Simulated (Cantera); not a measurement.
A freely propagating, adiabatic, planar premixed flame of 9.30 % CH4, 0.288 % H2, 17.0 % O2, 64.1 % N2, 3.35 % H2O, 5.95 % CO2, unburnt at 700 K and 1.00 bar; mixture-averaged transport, grid criteria slope 0.08 and curve 0.16, no radiation.

Model: GRI-Mech 3.0 (53 species, 325 reactions), integrated in Cantera. Burning velocities carry a grid error of a few per cent, more on coarse grids.

x: mole fraction of selected species; z is measured from the peak of heat release.

```tsv
z (mm)	T (K)	u (m/s)	x CH4	x H2	x O2	x OH	x HO2	x CO2
-1.22	700	1.17	0.0929	0.00409	0.170	<1e-8	___	0.0595
-0.816	703	1.17	0.0924	0.00618	0.169	<1e-8	___	0.0593
-0.612	712	1.19	0.0914	0.00862	0.168	2.19e-8	___	0.0592
-0.408	766	1.29	0.0866	0.0131	0.163	7.19e-7	___	0.0590
-0.204	1090	1.86	0.0617	0.0207	0.134	2.94e-5	___	0.0608
-0.102	1448	2.50	0.0336	0.0246	0.0955	0.000293	___	0.0655
0	1791	3.11	0.00772	0.0248	0.0508	0.00215	___	0.0744
0.102	1931	3.36	0.000528	0.0199	0.0256	0.00594	___	0.0853
0.204	1970	3.42	1.79e-5	0.0172	0.0174	0.00779	___	0.0937
0.408	2012	3.48	3.21e-8	0.0163	0.0135	0.00820	___	0.101
0.816	2067	3.56	<1e-8	0.0153	0.0110	0.00774	___	0.105
1.63	2129	3.65	<1e-8	0.0137	0.00846	0.00682	___	0.109
3.26	2188	3.73	<1e-8	0.0119	0.00586	0.00560	___	0.113
```

**Question.** Some entries are withheld; supply them.

**Answer.** 
- -1.22, x HO2: 1.44e-7
- -0.816, x HO2: 1.66e-6
- -0.612, x HO2: 7.64e-6
- -0.408, x HO2: 3.98e-5
- -0.204, x HO2: 0.000105
- -0.102, x HO2: 0.000142
- 0, x HO2: 7.73e-5
- 0.102, x HO2: 1.31e-5
- 0.204, x HO2: 5.79e-6
- 0.408, x HO2: 4.25e-6
- 0.816, x HO2: 3.14e-6
- 1.63, x HO2: 2.09e-6
- 3.26, x HO2: 1.26e-6
